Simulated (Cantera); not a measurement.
A freely propagating, adiabatic, planar premixed flame of CH4 : C2H6 : O2 : N2 : H2O = 1 : 0.84 : 6.96 : 26.2 : 1.5 (molar parts), unburnt at 498 K and 0.940 bar; mixture-averaged transport, grid criteria slope 0.08 and curve 0.16, no radiation.

Model: GRI-Mech 3.0 (53 species, 325 reactions), integrated in Cantera. Burning velocities carry a grid error of a few per cent, more on coarse grids.

x: mole fraction of selected species; z is measured from the peak of heat release.

```csv
z (mm),T (K),u (m/s),x CH4,x C2H6,x O2,x CH3,x CH2CO,x H2O
-1.50,499,0.554,0.0274,0.0230,0.191,<1e-8,1.47e-8,0.0412
-1.00,501,0.557,0.0273,0.0230,0.190,<1e-8,1.31e-7,0.0417
-0.752,512,0.570,0.0270,0.0229,0.189,<1e-8,8.20e-7,0.0431
-0.501,571,0.638,0.0256,0.0222,0.184,8.24e-8,8.86e-6,0.0504
-0.251,878,0.993,0.0191,0.0160,0.157,5.13e-5,0.000111,0.0814
-0.125,?,1.38,?,?,?,?,?,?
0,1532,1.76,0.00348,0.000486,0.0900,0.000734,0.000363,0.139
0.125,1672,1.92,0.000281,1.22e-6,0.0704,5.80e-5,5.28e-5,0.150
0.251,1728,1.97,1.29e-5,<1e-8,0.0637,2.72e-6,2.52e-6,0.152
0.501,1797,2.04,?,<1e-8,0.0590,<1e-8,<1e-8,0.153
1.00,1868,2.11,<1e-8,<1e-8,0.0562,<1e-8,<1e-8,0.157
2.00,1920,2.16,<1e-8,<1e-8,0.0548,<1e-8,<1e-8,0.160
4.01,1949,2.19,<1e-8,<1e-8,0.0543,<1e-8,<1e-8,0.162
```

**Question.** Complete the blanks.

**Answer.** 
- -0.125, T (K): 1206
- -0.125, x CH4: 0.0118
- -0.125, x C2H6: 0.00714
- -0.125, x O2: 0.126
- -0.125, x CH3: 0.000628
- -0.125, x CH2CO: 0.000317
- -0.125, x H2O: 0.111
- 0.501, x CH4: 3.73e-8
